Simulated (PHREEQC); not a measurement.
Buffer (model solution)

Dissolve 0.014 mol NH4Cl and 0.12 mol NaF per kg of water at 35 °C. It is in equilibrium with CO2 at log p = -3.4 (atm). Otherwise closed; pH follows from the charge balance.

All values are PHREEQC results (ion-association model, wateq4f.dat), not measurements.

The pH comes out as 6.54 and the ionic strength is 0.130 mol/kgw.

| species | molality | activity | log γ |
|---|---|---|---|
| Na+ | 0.116 | 0.0884 | -0.117 |
| F- | 0.116 | 0.0854 | -0.132 |
| Cl- | 0.0140 | 0.0104 | -0.130 |
| NH4+ | 0.0140 | 0.0107 | -0.117 |
| NaF | 0.00422 | 0.00434 | 0.013 |
| HF | 4.35e-5 | 4.48e-5 | 0.013 |
| NH3 | 4.12e-5 | 4.12e-5 | 0.000 |
| HCO3- | 2.29e-5 | 1.76e-5 | -0.114 |
| HF2- | 2.13e-5 | 1.57e-5 | -0.132 |
| CO2 | 1.02e-5 | 1.06e-5 | 0.013 |
| NaHCO3 | 8.52e-7 | 8.77e-7 | 0.013 |
| H+ | 3.59e-7 | 2.91e-7 | -0.090 |
| OH- | 9.50e-8 | 7.01e-8 | -0.132 |
| NaCO3- | 1.18e-8 | 9.08e-9 | -0.114 |
| CO3-2 | 9.67e-9 | 3.39e-9 | -0.456 |
| H2F2 | 3.52e-9 | 3.63e-9 | 0.013 |

Precipitation was switched off in this run. Species that the database lacks are ignored.
